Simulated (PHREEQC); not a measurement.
Consider water at 85 °C with 0.0011 mol/kgw MgCl2. Closed to the air; pH follows from the charge balance.

The numbers come from PHREEQC with the Pitzer model, pitzer.dat.

```csv
quantity,before,after
MgOH+ (mol/kgw),1.67e-7,4.13e-8
SI of Bischofite (MgCl2:6H2O),-12.32,-14.32
SI of MgCl2_4H2O (MgCl2:4H2O),-14.23,-16.23
```

Q: Which change was made?
(A) temperature from 85 to 40 °C
(B) MgCl2 from 0.0011 to 0.00022 mol/kgw
(C) temperature from 85 to 20 °C
(D) MgCl2 from 0.0011 to 0.00165 mol/kgw
(E) MgCl2 from 0.0011 to 0.0055 mol/kgw

A: B, MgCl2 from 0.0011 to 0.00022 mol/kgw

Precipitation was switched off in this run. At this temperature some constants are extrapolated from 25 °C, and those without enthalpy data are left unchanged.
